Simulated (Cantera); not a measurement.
Charge: 1 mol CuO, 29 mol H2, 0.86 mol N2, equilibrated at 2023.15 K and 10.0 mbar.

Equilibrium computed with Cantera from the NASA thermochemical tables; the gas is ideal and each condensed phase is pure. Candidate condensed phases: Cu, CuO, Cu(OH)2, Cu2O, H2O; 27 gas species. The numbers say what is thermodynamically allowed, not how fast it happens.

Base state: H2 0.890, Cu 0.0321, H2O 0.0320, N2 0.0276, H 0.0179, OH 6.73e-5 (mole fractions); condensed: gas only.

Q: What changes in the equilibrium state with this change: pressure from 10.0 mbar to 98.0 Pa?

A: 
| species | before | after |
|---|---|---|
| H2 | 0.890 | 0.854 |
| H | 0.0179 | 0.0561 |
| Cu | 0.0321 | 0.0315 |
| H2O | 0.0320 | 0.0313 |
| N2 | 0.0276 | 0.0271 |
| O | 9.85e-7 | 1.02e-5 |
| OH | 6.73e-5 | 0.000214 |
